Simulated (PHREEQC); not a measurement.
Consider water at 10 °C with 0.22 mol/kgw KH2PO4. Closed to the air; pH follows from the charge balance.

The numbers come from PHREEQC with the ion-association model, phreeqc.dat.

Each row changes one thing in this solution. This is a speciation only: nothing precipitates in the calculation.

```json
[
 {"case": "as made", "pH": "4.38", "ionic strength (mol/kgw)": "0.221"},
 {"case": "0.0041 mol/kgw NaHSO4 added", "pH": "3.67", "ionic strength (mol/kgw)": "?"},
 {"case": "KH2PO4 replaced by KOH at the same molality", "pH": "?", "ionic strength (mol/kgw)": "0.220"},
 {"case": "temperature from 10 to 5 °C", "pH": "4.37", "ionic strength (mol/kgw)": "0.221"},
 {"case": "diluted 10-fold with water", "pH": "4.63", "ionic strength (mol/kgw)": "0.0221"},
 {"case": "diluted 2-fold with water", "pH": "4.45", "ionic strength (mol/kgw)": "0.110"},
 {"case": "KH2PO4 from 0.22 to 0.33 mol/kgw", "pH": "4.33", "ionic strength (mol/kgw)": "0.331"},
 {"case": "KH2PO4 from 0.22 to 0.022 mol/kgw", "pH": "4.63", "ionic strength (mol/kgw)": "0.0221"}
]
```

Q: Complete the blanks.

A: 
- 0.0041 mol/kgw NaHSO4 added, ionic strength (mol/kgw): 0.227
- KH2PO4 replaced by KOH at the same molality, pH: 13.72

Constants without temperature data keep their 25 °C values here.
